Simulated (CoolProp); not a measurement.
Properties of carbonyl sulfide along the isobar 59.6 bar (Tc = 378.8 K, pc = 63.69 bar, ω = 0.098).

The numbers come from the reference Helmholtz-energy equation of state, Lemmon 2006 in CoolProp. It is a short technical equation, of lower accuracy than the large ones.

```csv
T (K),phase,density (kg/m³),speed of sound (m/s),fugacity coefficient
229.7,liquid,1169,1033,…
242.9,liquid,1141,973.8,0.04348
256.1,liquid,1112,914.1,0.06826
269.3,liquid,1082,853.9,0.1015
282.5,liquid,…,793.1,0.1440
295.7,liquid,1015,731.1,0.1963
308.9,liquid,978.2,667.4,0.2584
322.1,liquid,937.2,…,0.3298
335.3,liquid,890.7,531.3,0.4095
348.5,liquid,835.4,454.6,0.4957
361.7,liquid,762.6,363.9,0.5861
```

Q: Fill in the missing entries.

A: 
- 229.7, fugacity coefficient: 0.02597
- 282.5, density (kg/m³): 1050
- 322.1, speed of sound (m/s): 601.3
